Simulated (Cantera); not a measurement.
Equilibrium for hydrogen reduction and annealing atmospheres: Fe2O3 + H2 + N2

A closed system holds: 1 mol Fe2O3, a varied amount of H2, 10 mol N2, equilibrated at 2073 K and 0.790 bar.

Equilibrium computed with Cantera from the NASA thermochemical tables; the gas is ideal and each condensed phase is pure. Candidate condensed phases: Fe, FeO, Fe(OH)2, Fe(OH)3, Fe2O3, Fe3O4, H2O; 27 gas species. Rates play no part.

| n(H2) (mol) | x H2 | x N2 | x H2O | x H | x Fe | x OH | x NH3 | x FeO | n Fe(l) |
|---|---|---|---|---|---|---|---|---|---|
| 140 | 0.910 | 0.0665 | 0.0199 | 0.00282 | 0.00102 | 7.04e-6 | 3.16e-6 | 5.26e-7 | 1.85 |
| 470 | 0.969 | 0.0208 | 0.00623 | 0.00291 | 0.00102 | 2.13e-6 | 1.94e-6 | 1.54e-7 | 1.51 |
| 810 | 0.980 | 0.0122 | 0.00365 | 0.00293 | 0.00102 | 1.24e-6 | 1.51e-6 | 8.93e-8 | 1.16 |
| 1100 | 0.984 | 0.00899 | 0.00269 | 0.00294 | 0.00102 | 9.14e-7 | 1.31e-6 | 6.57e-8 | 0.869 |
| 1500 | 0.987 | 0.00661 | 0.00198 | 0.00294 | 0.00102 | 6.71e-7 | 1.13e-6 | 4.81e-8 | 0.462 |
| 1800 | 0.989 | 0.00551 | 0.00165 | 0.00294 | 0.00102 | 5.59e-7 | 1.03e-6 | 4.01e-8 | 0.156 |
| 2100 | 0.990 | 0.00473 | 0.00142 | 0.00294 | 0.000946 | 4.80e-7 | 9.56e-7 | 3.20e-8 | 0 |
| 2500 | 0.991 | 0.00397 | 0.00119 | 0.00295 | 0.000795 | 4.03e-7 | 8.78e-7 | 2.26e-8 | 0 |
x: gas mole fraction; n: condensed amount in mol.

From 140 mol H2 to 1800 mol H2 the condensed part is Fe(l). From 2100 mol H2 to 2500 mol H2 nothing is condensed. The main Fe-bearing gas is Fe throughout.
